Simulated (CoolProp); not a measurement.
CF4 (R14) along the isotherm 212.3 K: Z from the reference equation and from simpler models built on Tc = 227.4 K, pc = 37.62 bar, ω = 0.178; each cubic takes its own stable root.

The numbers come from the reference Helmholtz-energy equation of state, Platzer 1990 in CoolProp. This equation is an older, rougher fit; its heat capacities, sound speeds and derivatives of the liquid may be far off and weren't checked against measurements.

| p (bar) | phase | reference |
|---|---|---|
| 10.5 | gas | 0.8708 |
| 20.9 | gas | 0.6939 |
| 31.4 | liquid | 0.1370 |
| 41.8 | liquid | 0.1779 |
| 52.3 | liquid | 0.2184 |
| 62.7 | liquid | 0.2577 |
| 73.2 | liquid | 0.2967 |
| 83.6 | liquid | 0.3348 |
| 94.1 | liquid | 0.3728 |

### Question
How far does each simpler model (van der Waals, Redlich-Kwong) lie from the reference over these 9 states: mean and median of the absolute difference, and the worst?

### Answer
- van der Waals: mean 34.9 %, median 40.0 %, worst +54.1 % at 212.3 K and 31.4 bar
- Redlich-Kwong: mean 8.0 %, median 8.0 %, worst +15.9 % at 212.3 K and 31.4 bar
